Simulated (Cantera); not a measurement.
Reactions in the system C-Fe-H-S

Source: NASA polynomial tables (part measured, part estimated), evaluated in Cantera. Values are per mole of reaction as written; species without (g) are pure solids or liquids, kept so even where they would boil at 1 bar.

2 C2H4(g) + FeS2 ⇌ C3H8(g) + Fe + CS2(g)

```tsv
T (K)	ΔH° (kJ)	ΔS° (J/K)	ΔG° (kJ)	log10 K
400	78.5	43.1	61.2	-8.00
450	78.3	42.7	59.1	-6.86
500	78.2	42.5	57.0	-5.95
550	78.2	42.4	54.8	-5.21
600	78.1	42.3	52.7	-4.59
650	78.1	42.3	50.6	-4.07
700	78.1	42.3	48.5	-3.62
750	78.2	42.4	46.4	-3.23
800	78.3	42.6	44.3	-2.89
850	78.5	42.8	42.1	-2.59
900	78.8	43.2	40.0	-2.32
```
